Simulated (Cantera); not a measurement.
Source: NASA polynomial tables (part measured, part estimated), evaluated in Cantera. Values are per mole of reaction as written; species without (g) are pure solids or liquids, kept so even where they would boil at 1 bar.

3 NO(g) + 7 Cr2O3 = 8 CrO3(g) + 3 Cr2N, with ΔH° = 4951.7 kJ and ΔS° = 1131.7 J/K at 300 K.

### Question
How far is the shortcut ΔG° ≈ ΔH°(300 K) − T·ΔS°(300 K) from the full temperature-dependent value at 975, 1025, 1075, 1125, 1175, 1225, 1275, 1325, 1375 K?

### Answer
```json
[
 {"T (K)": "975", "shortcut (kJ)": "3848.3", "full (kJ)": "3923.8", "difference (kJ)": "-75.5", "difference in log10 K": "4.05"},
 {"T (K)": "1025", "shortcut (kJ)": "3791.7", "full (kJ)": "3875.5", "difference (kJ)": "-83.9", "difference in log10 K": "4.27"},
 {"T (K)": "1075", "shortcut (kJ)": "3735.1", "full (kJ)": "3827.5", "difference (kJ)": "-92.4", "difference in log10 K": "4.49"},
 {"T (K)": "1125", "shortcut (kJ)": "3678.5", "full (kJ)": "3779.7", "difference (kJ)": "-101.2", "difference in log10 K": "4.70"},
 {"T (K)": "1175", "shortcut (kJ)": "3621.9", "full (kJ)": "3732.0", "difference (kJ)": "-110.1", "difference in log10 K": "4.89"},
 {"T (K)": "1225", "shortcut (kJ)": "3565.4", "full (kJ)": "3684.6", "difference (kJ)": "-119.2", "difference in log10 K": "5.08"},
 {"T (K)": "1275", "shortcut (kJ)": "3508.8", "full (kJ)": "3637.3", "difference (kJ)": "-128.5", "difference in log10 K": "5.26"},
 {"T (K)": "1325", "shortcut (kJ)": "3452.2", "full (kJ)": "3590.1", "difference (kJ)": "-137.9", "difference in log10 K": "5.44"},
 {"T (K)": "1375", "shortcut (kJ)": "3395.6", "full (kJ)": "3543.1", "difference (kJ)": "-147.5", "difference in log10 K": "5.60"}
]
```
The shortcut ignores the heat-capacity change of the reaction.
